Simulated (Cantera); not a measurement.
Charge: 1 mol C₂H₂, 0.042 mol H₂O, equilibrated at 2075 K and 1330 Pa.

Cantera equilibrium calculation (NASA polynomials, part measured and part estimated; ideal gas, pure solids and liquids). Kinetics and transport are ignored.

| species | before | after |
|---|---|---|
| H₂ | 0.938 | 0.959 |
| CO | 0.0383 | 0.0387 |
| H | 0.0223 | 0.00242 |
| C₂H₂ (acetylene) | 0.00116 | 0.000134 |
| CH₄ | 4.11e-6 | 1.03e-5 |
| C(graphite), mol | 1.96 | 1.96 |
Gas species are given as mole fractions.

Q: What was changed between the two runs?
(A) H₂O from 0.042 to 2 mol
(B) temperature from 2075 K to 823 K
(C) temperature from 2075 K to 1773.15 K
(D) pressure from 1330 Pa to 25.0 Pa

A: C, temperature from 2075 K to 1773.15 K
